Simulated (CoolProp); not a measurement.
Dimethyl carbonate along the isotherm 592.4 K: Z from the reference equation and from simpler models built on Tc = 557.0 K, pc = 4909 kPa, ω = 0.346; each cubic takes its own stable root.

Computed with CoolProp (reference Helmholtz-energy equation of state, Zhou 2011).

```
p (kPa)          phase  reference
-------  -------------  ---------
877                gas     0.9483
1750               gas     0.8935
2630               gas     0.8339
3510               gas     0.7681
4380               gas     0.6949
5260     supercritical     0.6101
6140     supercritical     0.5146
7010     supercritical     0.4215
7890     supercritical     0.3643
8770     supercritical     0.3508
9640     supercritical     0.3548
10500    supercritical     0.3655
11400    supercritical     0.3801
12300    supercritical     0.3965
```

**Question.** How far does each simpler model (van der Waals, Redlich-Kwong, Soave-Redlich-Kwong, Peng-Robinson) lie from the reference over these 14 states: mean and median of the absolute difference, and the worst?

**Answer.** 
- van der Waals: mean 11.8 %, median 8.3 %, worst +30.3 % at 592.4 K and 12300 kPa
- Redlich-Kwong: mean 4.8 %, median 3.9 %, worst +10.9 % at 592.4 K and 12300 kPa
- Soave-Redlich-Kwong: mean 8.7 %, median 7.4 %, worst +17.2 % at 592.4 K and 9640 kPa
- Peng-Robinson: mean 3.7 %, median 2.1 %, worst +8.0 % at 592.4 K and 8770 kPa
